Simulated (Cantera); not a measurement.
Feed: 1 mol Ti, 0.23 mol C3H8, 19 mol H2, equilibrated at 0.0280 bar.

These are equilibrium values from Cantera (NASA tables, ideal gas, pure condensed phases), not measurements of a reactor. Candidate condensed phases: C, C6H6, C7H8, C8H18, Ti, TiC; 77 gas species. Mutual solubility and eutectic melting of coexisting phases are not modelled. TiC: taken at fixed stoichiometry. Condensed phases not in the tables: N, O or C dissolved in the metal. Equilibrium is a limit: real reactors are often held back by kinetics, nucleation or transport. All values below are at 1925 K.

Base state: H2 0.994, H 0.00570, Ti 0.000126 (mole fractions); condensed: Ti(β) + TiC(s).

### Question
What changes in the equilibrium state with this change: pressure from 0.0280 bar to 0.0100 bar?

### Answer
| species | before | after |
|---|---|---|
| H2 | 0.994 | 0.990 |
| H | 0.00570 | 0.00951 |
| Ti | 0.000126 | 0.000352 |
| Ti(β), mol | 0.307 | 0.303 |
| TiC(s), mol | 0.690 | 0.690 |
